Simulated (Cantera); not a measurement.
Feed: 1 mol SiC, 0.052 mol H₂O, 1.7 mol H₂, held at 101000 Pa.

Cantera equilibrium calculation (NASA polynomials, part measured and part estimated; ideal gas, pure solids and liquids). Candidate condensed phases: C, C₆H₆, C₇H₈, C₈H₁₈, H₂O, Si, SiC, SiO₂; 123 gas species. Mutual solubility and eutectic melting of coexisting phases are not modelled. The tables hold silica as quartz up to 1696 K and as liquid above; real silica turns to tridymite and cristobalite and melts near 1996 K. Gases not in the tables: Si₂H₆ and higher silanes. Rates play no part.

### Question
Which condensed phases are stable at each of these points (T (°C)): 650, 750, 850, 950, 1050, 1150, 1250, 1350, 1450, 1550, 1650, 1750, 1850, 1950?

### Answer
| T (°C) | condensed phases | Si condensed (%) |
|---|---|---|
| 650 | SiC(s) + SiO₂(β-quartz) | 100.0 |
| 750 | SiC(s) + SiO₂(β-quartz) | 100.0 |
| 850 | SiC(s) + SiO₂(β-quartz) | 100.0 |
| 950 | C(graphite) + SiC(s) + SiO₂(β-quartz) | 100.0 |
| 1050 | C(graphite) + SiC(s) + SiO₂(β-quartz) | 100.0 |
| 1150 | C(graphite) + SiC(s) + SiO₂(β-quartz) | 100.0 |
| 1250 | SiC(s) + SiO₂(β-quartz) | 100.0 |
| 1350 | SiC(s) + SiO₂(β-quartz) | 99.8 |
| 1450 | SiC(s) + SiO₂(condensed) | 98.7 |
| 1550 | SiC(s) | 97.4 |
| 1650 | SiC(s) | 97.4 |
| 1750 | SiC(s) | 97.4 |
| 1850 | SiC(s) | 97.4 |
| 1950 | SiC(s) | 97.3 |

From 650 °C to 850 °C the condensed part is SiC(s) + SiO₂(β-quartz). From 950 °C to 1150 °C the condensed part is C(graphite) + SiC(s) + SiO₂(β-quartz). From 1250 °C to 1350 °C the condensed part is SiC(s) + SiO₂(β-quartz). At 1450 °C the condensed part is SiC(s) + SiO₂(condensed). From 1550 °C to 1950 °C the condensed part is SiC(s).
